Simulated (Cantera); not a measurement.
A perfectly stirred reactor is fed with 34.5 % NH3, 65.5 % N2, at 14.3 Torr; it is held at 2400 K, and followed from long to short residence time.

Cantera simulation using the gas-phase N/H chemistry of the illustrative SiF4/NH3 mechanism in the Surface Chemkin manual (1991); the numbers are that mechanism's predictions, not measurements. Walls and surfaces, which speed up NH3 decomposition in real reactors, are not modelled.

x: mole fraction; the columns are a selection and need not sum to one.

```tsv
τ (s)	x NH3	x NH2	x N2	x N2H4	x H2
0.67	0.0175	0.000422	0.616	1.07e-10	0.363
0.33	0.0347	0.000677	0.619	2.76e-10	0.344
0.16	0.0642	0.00105	0.622	6.63e-10	0.311
0.081	0.106	0.00151	0.627	(withheld)	0.264
0.040	0.162	0.00210	0.633	(withheld)	0.202
0.020	0.220	0.00271	0.640	(withheld)	0.136
0.0098	0.271	0.00333	0.646	(withheld)	0.0797
0.0049	0.304	0.00381	0.650	(withheld)	0.0418
0.0024	0.325	0.00398	0.652	(withheld)	0.0188
0.0012	0.336	0.00356	0.653	(withheld)	0.00739
0.00059	0.341	0.00252	0.654	(withheld)	0.00246
```

Complete the blanks.


- 0.081, x N2H4: 1.38e-9
- 0.040, x N2H4: 2.64e-9
- 0.020, x N2H4: 4.43e-9
- 0.0098, x N2H4: 6.67e-9
- 0.0049, x N2H4: 8.75e-9
- 0.0024, x N2H4: 9.55e-9
- 0.0012, x N2H4: 7.63e-9
- 0.00059, x N2H4: 3.81e-9
